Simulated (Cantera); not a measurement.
A Cantera script and what it prints.

```python
import numpy as np
import cantera as ct

gas_names = """
    F FO FO2 F2 F2O H HF HOF HO2 H2 H2F2 H2O H2O2 H3F3 H4F4 H5F5 H6F6 H7F7 O OH O2 O3 Si SiF SiF2 SiF3
    SiF4 SiH SiHF3 SiH2 SiH2F2 SiH3 SiH3F SiH4 SiO SiO2 Si2 Si3
""".split()
cond_names = """
    H2O(s) H2O(L) Si(cr) Si(L) SiO2(Lqz) SiO2(hqz) SiO2(L)
""".split()


# ... load() reads the species with a 1 bar reference pressure and builds the phases ...
atoms = {
    'SiF4': {'Si': 1, 'F': 4},
    'H2O': {'H': 2, 'O': 1},
    'H2': {'H': 2},
}
top_T = {}  # K; cautious upper limits of use, not melting points


# ... equilibrate(T, P, feed) seeds the gas with the atoms and calls Mixture.equilibrate('TP', solver="vcs", rtol=1e-11, max_steps=5000) ...
results = []
feed = {'SiF4': 1, 'H2O': 0.52, 'H2': 1.9}  # mol
T = 1623.15  # K
for P in [5, 36, 260, 1900, 14000, 100000]:
    mix = equilibrate(T, P, feed)
    results.append((T, P, feed, dict(zip(mix.species_names, mix.species_moles))))
    x = sorted(zip(gas.X, gas.species_names), reverse=True)
    print(f"T = {T:g} K  P = {P:g} Pa  gas = {mix.phase_moles(0):.4g} mol")
    print("   x: " + "  ".join(f"{s} {v:.3e}" for v, s in x if v > 1e-05))
    print("   condensed (mol): " + ("  ".join(f"{mix.phase(i).name} {mix.phase_moles(i):.4g}"
          for i in range(1, mix.n_phases) if mix.phase_moles(i) > 1e-12) or "none"))
```

It prints:

```
T = 1623.15 K  P = 5 Pa  gas = 4.522 mol
   x: HF 4.823e-01  H2 2.909e-01  SiO 1.146e-01  SiF4 8.468e-02  SiF3 1.968e-02  H 5.280e-03  SiF2 2.131e-03  H2O 4.101e-04  SiHF3 5.671e-05
   condensed (mol): none
T = 1623.15 K  P = 36 Pa  gas = 3.995 mol
   x: H2 4.185e-01  HF 3.696e-01  SiF4 1.427e-01  SiO 4.485e-02  SiF3 1.934e-02  H 2.360e-03  SiF2 1.222e-03  H2O 1.185e-03  SiHF3 1.794e-04
   condensed (mol): SiO2(hqz) 0.168
T = 1623.15 K  P = 260 Pa  gas = 3.73 mol
   x: H2 4.971e-01  HF 2.984e-01  SiF4 1.837e-01  SiF3 1.251e-02  SiO 4.780e-03  H2O 1.828e-03  H 9.572e-04  SiF2 3.970e-04  SiHF3 3.398e-04
   condensed (mol): SiO2(hqz) 0.2477
T = 1623.15 K  P = 1900 Pa  gas = 3.685 mol
   x: H2 5.120e-01  HF 2.803e-01  SiF4 1.970e-01  SiF3 5.360e-03  H2O 4.212e-03  SiHF3 3.995e-04  H 3.594e-04  SiO 2.924e-04  SiF2 6.799e-05
   condensed (mol): SiO2(hqz) 0.2517
T = 1623.15 K  P = 14000 Pa  gas = 3.666 mol
   x: H2 5.167e-01  HF 2.661e-01  SiF4 2.043e-01  H2O 1.012e-02  SiF3 2.167e-03  SiHF3 4.404e-04  H 1.330e-04  SiO 1.667e-05  SiF2 1.071e-05
   condensed (mol): SiO2(hqz) 0.2414
T = 1623.15 K  P = 100000 Pa  gas = 3.642 mol
   x: H2 5.207e-01  HF 2.429e-01  SiF4 2.128e-01  H2O 2.207e-02  SiF3 9.291e-04  SiHF3 5.066e-04  H 4.995e-05
   condensed (mol): SiO2(hqz) 0.2198
```

Cantera equilibrium calculation (NASA polynomials, part measured and part estimated; ideal gas, pure solids and liquids). The tables' values for SiF3, SiF2 are old estimates; treat these amounts as uncertain. The tables hold silica as quartz up to 1696 K and as liquid above; real silica turns to tridymite and cristobalite and melts near 1996 K. Gases not in the tables: Si(OH)4.
